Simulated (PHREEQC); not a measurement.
A PHREEQC input (ion-association model, wateq4f.dat):

```
SOLUTION 1
  temp 293.15
  units mg/L
  pH 5.88
  pe 10
  Na 5.83
  K 0.0481
  Ca 2.8
  Mg 0.345
  Cl 6.09
  S(6) 6.23 as SO4
  Alkalinity 7.11 as HCO3
  B 0.0977
  Zn 0.0034
  Cd 0.013
  Si 0.147 as SiO2
END
USE solution 1
EQUILIBRIUM_PHASES 1
  Gypsum 0 0
  CO2(g) -3.4 10
END
```

It stops with these messages:

```
WARNING: Maximum iterations exceeded, 100
WARNING: Maximum iterations exceeded, 100
WARNING: The program has failed to converge to a numerical solution.
ERROR:           Alkalinity has not converged. Total: 1.165242e-04	Calculated: -1.845826e-05	Residual: 1.349825e-04
ERROR: Is non-carbonate alkalinity greater than total alkalinity?
ERROR:                    B has not converged. Total: 9.038187e-06	Calculated: 9.086459e-06	Residual: -4.827137e-08
ERROR:                   Ca has not converged. Total: 6.986229e-05	Calculated: 1.923458e-05	Residual: 5.062770e-05
ERROR:                   Cd has not converged. Total: 1.156617e-07	Calculated: 1.574652e-08	Residual: 9.991517e-08
ERROR:                   Cl has not converged. Total: 1.717817e-04	Calculated: 1.786117e-04	Residual: -6.830034e-06
ERROR:                    K has not converged. Total: 1.230151e-06	Calculated: 1.282000e-06	Residual: -5.184829e-08
ERROR:                   Mg has not converged. Total: 1.419093e-05	Calculated: 2.223309e-06	Residual: 1.196762e-05
ERROR:                   Na has not converged. Total: 2.535980e-04	Calculated: 5.678167e-05	Residual: 1.968163e-04
ERROR:                 S(6) has not converged. Total: 6.485446e-05	Calculated: 5.534532e-05	Residual: 9.509139e-06
ERROR:                   Si has not converged. Total: 2.446633e-06	Calculated: 2.448011e-06	Residual: -1.378203e-09
ERROR:                   Zn has not converged. Total: 5.201312e-08	Calculated: 8.446540e-10	Residual: 5.116847e-08
ERROR:               A(H2O) Activity of water has not converged. 	Residual: 1.600001e+01
ERROR: Model failed to converge for initial solution  1.
```

**Question.** Why does the run stop?

**Answer.** The fault: the temperature typed in kelvin. The line should read `temp 20` where the input has `temp 293.15`. With the mend the run ends at pH 7.24 and ionic strength 0.000566 mol/kgw.
